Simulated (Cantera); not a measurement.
A perfectly stirred reactor is fed with 7.25 % CH₃OH, 20.5 % O₂, 69.7 % N₂, 2.54 % CO₂, equivalence ratio 0.53, at 280000 Pa; it is adiabatic with a 425 K inlet, and is followed from long to short residence time, starting on the burning branch (τ in s: 0.3, 0.073, 0.018, 0.0042, 0.001, 0.00024, 5.8e-05, 1.4e-05, 3.3e-06).

Model: GRI-Mech 3.0 (53 species, 325 reactions), integrated in Cantera. GRI-Mech 3.0 was tuned for natural gas; its chemistry of methanol as a main component is partial and can be far from experiment.

Question: Predict: blow-out, bracketed by the residence times tried; x(CH₃OH) at τ = 0.300 s; x(O₂) at τ = 0.300 s; x(CO₂) at τ = 0.300 s; x(NO) at τ = 0.300 s; x(CH₃OH) at τ = 1.00 ms; x(O₂) at τ = 1.00 ms; x(CO₂) at τ = 1.00 ms; x(NO) at τ = 1.00 ms.

Answer: 
* **blow-out, bracketed by the residence times tried**: burning at 1.00 ms, out at 0.240 ms
* **x(CH₃OH) at τ = 0.300 s**: 1.43e-6
* **x(O₂) at τ = 0.300 s**: 0.0929
* **x(CO₂) at τ = 0.300 s**: 0.0943
* **x(NO) at τ = 0.300 s**: 8.43e-6
* **x(CH₃OH) at τ = 1.00 ms**: 9.11e-5
* **x(O₂) at τ = 1.00 ms**: 0.0953
* **x(CO₂) at τ = 1.00 ms**: 0.0884
* **x(NO) at τ = 1.00 ms**: 1.98e-6
